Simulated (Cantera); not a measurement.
## Hydrocarbon pyrolysis for carbon deposition

An isothermal, constant-pressure homogeneous reactor starts with 64.1 % CH4, 35.9 % N2, at 1825 K and 0.0133 bar.

Model: GRI-Mech 3.0 (53 species, 325 reactions), integrated in Cantera. GRI-Mech 3.0 stops at C3 and has no aromatics, soot or wall deposition, so with more carbon than oxygen in the feed, carbon stays in small species such as C2H2 where larger ones or solid carbon would form. Radical loss at walls, strong at low pressure, is not modelled.

| t (s) | x CH4 | x C2H | x H2 | x CH2 | x CH3 | x HCN | x C2H4 |
|---|---|---|---|---|---|---|---|
| 1.00e-6 | 0.641 | <1e-12 | 1.85e-7 | <1e-12 | 1.34e-6 | <1e-12 | <1e-12 |
| 5.09e-6 | 0.641 | <1e-12 | 3.18e-6 | 4.14e-12 | 9.07e-6 | <1e-12 | <1e-12 |
| 2.60e-5 | 0.641 | <1e-12 | 2.68e-5 | 2.43e-10 | 5.67e-5 | <1e-12 | 4.17e-10 |
| 0.000132 | 0.641 | <1e-12 | 0.000150 | 7.65e-9 | 0.000302 | <1e-12 | 1.70e-7 |
| 0.000674 | 0.639 | 4.20e-12 | 0.000841 | 1.95e-7 | 0.00154 | 1.81e-12 | 3.22e-5 |
| 0.00343 | 0.619 | 9.01e-9 | 0.0131 | 3.67e-6 | 0.00743 | 2.79e-10 | 0.00399 |
| 0.0175 | 0.259 | 2.04e-6 | 0.333 | 1.12e-5 | 0.0102 | 1.51e-7 | 0.0198 |
| 0.0891 | 0.0497 | 4.30e-6 | 0.537 | 4.75e-6 | 0.00244 | 1.16e-6 | 0.000640 |
| 0.454 | 0.00518 | 7.56e-6 | 0.579 | 1.77e-6 | 0.000418 | 4.60e-6 | 4.20e-5 |
| 2.31 | 0.000491 | 9.47e-6 | 0.583 | 2.81e-7 | 4.94e-5 | 1.19e-5 | 2.98e-5 |
| 11.8 | 0.000136 | 9.52e-6 | 0.583 | 7.91e-8 | 1.37e-5 | 1.95e-5 | 2.97e-5 |
| 60.0 | 0.000124 | 9.52e-6 | 0.583 | 7.26e-8 | 1.26e-5 | 4.33e-5 | 2.97e-5 |
x: mole fraction; the columns are a selection and need not sum to one.

Equilibrium at this temperature and pressure: CH4 0.000109, C2H 7.12e-6, H2 0.583, CH2 6.36e-8, CH3 1.10e-5, HCN 0.0982, C2H4 2.22e-5 (gas phase only).
